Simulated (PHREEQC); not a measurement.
0.2 mol of Clpyromorphite (Pb5(PO4)3Cl) is brought to equilibrium with 1 kg of water holding 0.0035 mol/kgw CaCl2, with rising amounts of Fe(NO3)3, at 25 °C. Oxygen alone is held at its pressure in air (log pO2 = -0.68). No CO2 enters from the air. The run lets Clpyromorphite, Portlandite, Hematite, Hydroxyapatite, Strengite, Litharge, Cotunnite, Laurionite, Hxypyromorphite precipitate or redissolve, and no other solid.

Equilibrium calculation in PHREEQC: ion-association model, wateq4f.dat.

| Fe(NO3)3 added (mol) | pH | dissolved Pb (mol/kgw) | dissolved P (mol/kgw) | dissolved Cl (mol/kgw) | Hematite (mol) |
|---|---|---|---|---|---|
| 0 | 7.01 | 1.77e-8 | 1.06e-8 | 0.00700 | 0 |
| 0.00208 | 2.26 | 5.65e-5 | 3.39e-5 | 0.00701 | 0.00104 |
| 0.00417 | 1.96 | 0.000114 | 6.85e-5 | 0.00702 | 0.00208 |
| 0.00625 | 1.79 | 0.000178 | 0.000107 | 0.00704 | 0.00312 |
| 0.00833 | 1.67 | 0.000247 | 0.000148 | 0.00705 | 0.00416 |
| 0.0104 | 1.58 | 0.000322 | 0.000193 | 0.00707 | 0.00520 |
| 0.0125 | 1.50 | 0.000404 | 0.000242 | 0.00708 | 0.00625 |
| 0.0146 | 1.44 | 0.000491 | 0.000294 | 0.00710 | 0.00729 |
| 0.0167 | 1.38 | 0.000583 | 0.000350 | 0.00712 | 0.00834 |
| 0.0187 | 1.34 | 0.000677 | 0.000406 | 0.00714 | 0.00933 |
| 0.0208 | 1.29 | 0.000780 | 0.000468 | 0.00716 | 0.0104 |
| 0.0229 | 1.25 | 0.000889 | 0.000533 | 0.00718 | 0.0114 |
| 0.025 | 1.22 | 0.00100 | 0.000602 | 0.00721 | 0.0125 |

Hematite from Fe(NO3)3 added = 0.00208 mol (pH 2.26).

H3PO4, which wateq4f.dat lacks, is added to it with the constant of phreeqc.dat. The database has no phosphate complexes of Pb.
